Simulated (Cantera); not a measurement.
Feed: 1 mol HMDSO, 0.15 mol NO, 23 mol N2, at 7.50 Torr.

These are equilibrium values from Cantera (NASA tables, ideal gas, pure condensed phases), not measurements of a reactor. Candidate condensed phases: C, C6H6, C7H8, C8H18, H2O, Si, SiC, SiO2, Si2N2O, Si3N4; 151 gas species. The feed counts by its element totals alone. Kinetics and transport are ignored.

### Question
At 1423 K, list the 5 most abundant gas species with their mole fractions, and the condensed phases.

### Answer
N2 0.707, H2 0.288, CO 0.00480, HCN 0.000269, H 3.57e-5. Condensed: C(graphite) + Si2N2O(s).
